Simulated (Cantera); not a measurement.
Charge: 1 mol BN, 0.75 mol Cl₂, 2.3 mol N₂, 12 mol H₂O, at 725 °C and 1.50e-5 bar.

These are equilibrium values from Cantera (NASA tables, ideal gas, pure condensed phases), not measurements of a reactor. Candidate condensed phases: B, BN, B₂O₃, B₃O₃H₃, H₂O, NH₄Cl; 49 gas species. The numbers say what is thermodynamically allowed, not how fast it happens.

Base state: H₂O 0.671, N₂ 0.180, HCl 0.0962, H₂ 0.0481, HBO₂ 0.00532, (HBO₂)₃ 5.99e-5 (mole fractions); condensed: B₂O₃(l).

What changes in the equilibrium state with this change: BN replaced by AlN?


| species | before | after |
|---|---|---|
| H₂O | 0.671 | 0.675 |
| N₂ | 0.180 | 0.180 |
| HCl | 0.0962 | 0.0965 |
| HBO₂ | 0.00532 | 0 |
| H₂ | 0.0481 | 0.0482 |
| (HBO₂)₃ | 5.99e-5 | 0 |
| B₂O₃(l), mol | 0.457 | 0 |
| Al₂O₃(s), mol | 0 | 0.500 |
Condensed phases not in the tables: AlOCl. Further candidate phases: Al, AlCl₃, AlN, Al₂O₃.
